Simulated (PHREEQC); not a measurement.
Consider water at 25 °C with 0.02 mol/kgw TMAH, 0.108 mol/kgw K2SO4 and 3.3e-06 mol/kgw CO2. Closed to the air; pH follows from the charge balance.

Model: ion-association model, phreeqc.dat, run in PHREEQC.

This is a speciation only: nothing precipitates in the calculation.

Task: What pH, activity of water, ionic strength does the model give?

Result: pH 12.13; activity of water 0.994; ionic strength 0.292 mol/kgw.

Task: In which forms is K present?

Result: K+ 88 %, KSO4- 12 % of the K.

Complexes and solids missing from the database can't appear. (CH3)4N+ isn't in the database: it is added as a free cation with an ion size of 4 Å.
